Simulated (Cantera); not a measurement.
## Thermodynamics of calcination and drying, feed MgSO4 + C + O2 + H2O

Feed: 1 mol MgSO4, 0.46 mol C, 0.71 mol O2, 0.024 mol H2O, at 6.40 mbar.

These are equilibrium values from Cantera (NASA tables, ideal gas, pure condensed phases), not measurements of a reactor. Candidate condensed phases: C, C6H6, C7H8, C8H18, H2O, H2SO4, Mg, MgCO3, MgO, Mg(OH)2, MgS, MgSO4, S; 130 gas species. Mutual solubility and eutectic melting of coexisting phases are not modelled. Rates play no part.

```tsv
T (°C)	x CO2	x SO2	x O2	x H2O	x SO3	x CO	x O	x OH	n MgO(s)	n MgSO4(s)
677	0.626	0.000875	0.341	0.0327	0.000137	1.36e-10	2.32e-10	9.37e-8	0.000744	0.999
777	0.548	0.0809	0.338	0.0286	0.00389	3.62e-9	4.86e-9	6.21e-7	0.0712	0.929
877	0.207	0.441	0.333	0.0108	0.00799	2.29e-8	6.00e-8	1.92e-6	1.00	0
977	0.206	0.445	0.335	0.0108	0.00359	2.41e-7	5.00e-7	7.49e-6	1.00	0
1077	0.206	0.446	0.335	0.0107	0.00181	1.78e-6	3.05e-6	2.39e-5	1.00	0
1177	0.206	0.447	0.335	0.0107	0.00101	1.00e-5	1.45e-5	6.49e-5	1.00	0
1277	0.206	0.447	0.335	0.0107	0.000605	4.49e-5	5.67e-5	0.000155	1.00	0
1377	0.206	0.447	0.335	0.0106	0.000387	0.000167	0.000187	0.000331	1.00	0
1477	0.205	0.447	0.335	0.0104	0.000261	0.000535	0.000541	0.000648	1.00	0
1577	0.204	0.446	0.335	0.0101	0.000183	0.00150	0.00140	0.00117	1.000	0
1677	0.201	0.445	0.334	0.00963	0.000133	0.00375	0.00326	0.00196	1.000	0
```
x: gas mole fraction; n: condensed amount in mol.

From 677 °C to 777 °C the condensed part is MgO(s) + MgSO4(s). From 877 °C to 1677 °C the condensed part is MgO(s).
